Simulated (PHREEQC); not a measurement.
# Spent oxide etchant (model solution)

Consider water at 25 °C with 0.0018 mol NH4HF2, 7.5e-05 mol (NH4)2SiF6, 0.0028 mol HBF4 and 0.007 mol HCl per kg of water. Closed to the air; pH follows from the charge balance.

Equilibrium calculation in PHREEQC: ion-association model, phreeqc.dat.

This is a speciation only: nothing precipitates in the calculation.

**Question.** Predict the pH.

**Answer.** pH 2.13.

**Question.** In which forms is Si present?

**Answer.** SiF6-2 99 %, H4SiO4 1.3 % of the Si.

Complexes and solids missing from the database can't appear. SiF6-2 is the database's only silicon fluoride. Real BF4- forms and hydrolyses slowly; the run takes it at equilibrium.
